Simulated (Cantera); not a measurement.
A Cantera script and its output.

```python
import numpy as np
import cantera as ct

gas = ct.Solution("gri30.yaml")
gas.TPX = 1600, 13000, {'CH4': 0.017, 'H2': 1, 'N2': 0.00013}
inlet = ct.Reservoir(gas, clone=True)

reactor = ct.IdealGasConstPressureReactor(gas, energy="off", clone=False)
exhaust = ct.Reservoir(gas, clone=True)
tau = [7.9, 3, 1.1, 0.41, 0.15, 0.057, 0.021, 0.0079, 0.0029, 0.0011, 0.00041][0]
for a, b in ((inlet, reactor), (reactor, exhaust)):
    ct.MassFlowController(a, b, mdot=lambda t: reactor.mass / tau)
net = ct.ReactorNet([reactor])
show = ['CH4', 'H2', 'H', 'C2H4', 'CH2', 'CH3']

rows = []
print(f"{'tau/s':>10s}{'T/K':>9s}" + "".join(f"{s:>11s}" for s in show))
for tau in [7.9, 3, 1.1, 0.41, 0.15, 0.057, 0.021, 0.0079, 0.0029, 0.0011, 0.00041]:
    net.initial_time = 0.0
    net.advance(30 * tau)
    before = gas.X
    net.advance(40 * tau)
    drift = np.max(np.abs(gas.X - before) / (gas.X + 1e-9))
    rows.append([gas.T, *gas[show].X, drift])
    print(f"{tau:10.3e}{gas.T:9.1f}" + "".join(f"{x:11.3e}" for x in gas[show].X))
```

It prints:

```
     tau/s      T/K        CH4         H2          H       C2H4        CH2        CH3
 7.900e+00   1600.0  8.833e-03  9.870e-01  1.469e-04  5.660e-05  3.668e-09  2.668e-05
 3.000e+00   1600.0  1.149e-02  9.857e-01  1.452e-04  4.021e-05  4.659e-09  3.435e-05
 1.100e+00   1600.0  1.390e-02  9.844e-01  1.434e-04  2.574e-05  5.498e-09  4.109e-05
 4.100e-01   1600.0  1.542e-02  9.837e-01  1.414e-04  1.666e-05  5.930e-09  4.499e-05
 1.500e-01   1600.0  1.619e-02  9.833e-01  1.377e-04  1.173e-05  5.905e-09  4.601e-05
 5.700e-02   1600.0  1.650e-02  9.831e-01  1.293e-04  8.743e-06  5.316e-09  4.406e-05
 2.100e-02   1600.0  1.663e-02  9.831e-01  1.092e-04  5.404e-06  3.830e-09  3.750e-05
 7.900e-03   1600.0  1.668e-02  9.831e-01  7.267e-05  1.765e-06  1.710e-09  2.505e-05
 2.900e-03   1600.0  1.670e-02  9.831e-01  3.370e-05  1.764e-07  3.705e-10  1.165e-05
 1.100e-03   1600.0  1.671e-02  9.831e-01  1.338e-05  1.007e-08  5.870e-11  4.640e-06
 4.100e-04   1600.0  1.671e-02  9.832e-01  5.013e-06  5.084e-10  8.304e-12  1.754e-06
```

Cantera simulation using GRI-Mech 3.0 (53 species, 325 reactions); the numbers are that mechanism's predictions, not measurements. GRI-Mech 3.0 stops at C3 and has no aromatics, soot or wall deposition, so with more carbon than oxygen in the feed, carbon stays in small species such as C2H2 where larger ones or solid carbon would form.
